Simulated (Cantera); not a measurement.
Cantera run:

```python
import numpy as np
import cantera as ct

gas_names = """
    CL CL2 H HCL H2 Si SiCL SiCL2 SiCL3 SiCL4 SiH SiHCL3 SiH2 SiH2CL2 SiH3 SiH3CL SiH4 Si2 Si3
""".split()
cond_names = """
    Si(cr) Si(L)
""".split()


# ... load() reads the species with a 1 bar reference pressure and builds the phases ...
atoms = {
    'SiCl4': {'Si': 1, 'CL': 4},
    'H2': {'H': 2},
}
top_T = {}  # K; cautious upper limits of use, not melting points


# ... equilibrate(T, P, feed) seeds the gas with the atoms and calls Mixture.equilibrate('TP', solver="vcs", rtol=1e-11, max_steps=5000) ...
results = []
feed = {'SiCl4': 1, 'H2': 2.3}  # mol
P = 100000  # Pa
for T in [548, 648, 748, 848, 948, 1048, 1148, 1248]:
    mix = equilibrate(T, P, feed)
    results.append((T, P, feed, dict(zip(mix.species_names, mix.species_moles))))

top = {s: max(r[3][s] / sum(r[3][g] for g in gas_names) for r in results) for s in gas_names}
cols = sorted((s for s in top if top[s] > 1e-05), key=lambda s: -top[s])[:9]
seen = [c for c in cond_names if any(r[3].get(c, 0) > 1e-12 for r in results)]
print("log10 of partial pressures in bar; condensed amounts in mol")
print(f"{'T/K':>10s}" + "".join(f"{s[:9]:>10s}" for s in cols + seen))
for T, P, feed, n in results:
    ng = sum(n[g] for g in gas_names)
    print(f"{T:10.4g}" + "".join(f"{np.log10(max(n[s] / ng * P / 1e5, 1e-99)):10.3f}" for s in cols)
          + "".join(f"{n.get(c, 0):10.4g}" for c in seen))
```

Result:

```
log10 of partial pressures in bar; condensed amounts in mol
       T/K        H2     SiCL4       HCL    SiHCL3     SiCL3     SiCL2   SiH2CL2    SiH3CL
       548    -0.158    -0.520    -2.912    -2.912    -9.218   -14.350    -6.681   -11.187
       648    -0.159    -0.524    -2.395    -2.396    -7.122   -10.898    -5.506    -9.305
       748    -0.163    -0.532    -2.025    -2.027    -5.593    -8.378    -4.658    -7.942
       848    -0.168    -0.545    -1.749    -1.754    -4.433    -6.463    -4.021    -6.912
       948    -0.175    -0.562    -1.535    -1.549    -3.527    -4.963    -3.530    -6.114
      1048    -0.185    -0.585    -1.362    -1.397    -2.809    -3.770    -3.153    -5.494
      1148    -0.196    -0.615    -1.210    -1.298    -2.242    -2.826    -2.884    -5.040
      1248    -0.212    -0.658    -1.055    -1.268    -1.817    -2.117    -2.746    -4.780
```

Method: chemical equilibrium by Gibbs-energy minimisation in Cantera with the NASA 1993 tables (ideal gas, pure condensed phases). The tables' values for SiCl3 are old estimates; treat these amounts as uncertain.
